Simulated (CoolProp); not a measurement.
Propylene along the isobar 30.8 bar: density (kg/m³) from the reference equation and from simpler models built on Tc = 364.2 K, pc = 45.55 bar, ω = 0.146; each cubic takes its own stable root.

The numbers come from the reference Helmholtz-energy equation of state, Lemmon 2013 in CoolProp.

```tsv
T (K)	phase	reference
348.2	gas	71.08
373.4	gas	56.20
398.6	gas	48.56
423.8	gas	43.41
449	gas	39.56
474.2	gas	36.50
499.4	gas	33.97
524.6	gas	31.84
549.8	gas	30.01
575	gas	28.40
```

Q: How far does each simpler model (ideal gas, van der Waals, Redlich-Kwong, Soave-Redlich-Kwong, Peng-Robinson) lie from the reference over these 10 states: mean and median of the absolute difference, and the worst?

A: 
- ideal gas: mean 14.5 %, median 11.1 %, worst -37.0 % at 348.2 K and 30.8 bar
- van der Waals: mean 2.3 %, median 1.5 %, worst -9.7 % at 348.2 K and 30.8 bar
- Redlich-Kwong: mean 0.9 %, median 0.8 %, worst -2.9 % at 348.2 K and 30.8 bar
- Soave-Redlich-Kwong: mean 0.8 %, median 0.7 %, worst -1.8 % at 348.2 K and 30.8 bar
- Peng-Robinson: mean 1.5 %, median 1.4 %, worst +2.6 % at 373.4 K and 30.8 bar
